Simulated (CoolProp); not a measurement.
R404A along the isobar 1460 kPa: Z from the reference equation and from simpler models built on Tc = 72.1 °C, pc = 3735 kPa, ω = 0.293; each cubic takes its own stable root.

Computed with CoolProp (reference Helmholtz-energy equation of state, Lemmon 2003). It is a pseudo-pure fit of the blend.

| T (°C) | phase | reference | Redlich-Kwong | Soave-Redlich-Kwong | Peng-Robinson |
|---|---|---|---|---|---|
| 16.15 | liquid | 0.05442 | 0.06798 | 0.06399 | 0.05640 |
| 59.85 | gas | 0.8167 | [?] | 0.8295 | 0.8147 |
| 74.35 | gas | 0.8469 | 0.8561 | 0.8567 | 0.8426 |
| 88.85 | gas | 0.8704 | 0.8747 | 0.8786 | [?] |
| 103.45 | gas | 0.8893 | 0.8901 | 0.8967 | 0.8837 |
| 117.95 | gas | 0.9046 | 0.9031 | 0.9116 | 0.8992 |
| 132.55 | gas | [?] | 0.9141 | 0.9242 | 0.9123 |
| 147.05 | gas | 0.9281 | 0.9236 | 0.9348 | 0.9235 |
| 161.65 | gas | 0.9373 | 0.9318 | 0.9440 | 0.9331 |
| 176.15 | gas | 0.9450 | 0.9389 | 0.9518 | 0.9414 |
| 190.65 | gas | 0.9518 | 0.9451 | 0.9586 | 0.9486 |

What belongs in the gaps?


- 59.85, Redlich-Kwong: 0.8334
- 88.85, Peng-Robinson: 0.8651
- 132.55, reference: 0.9174
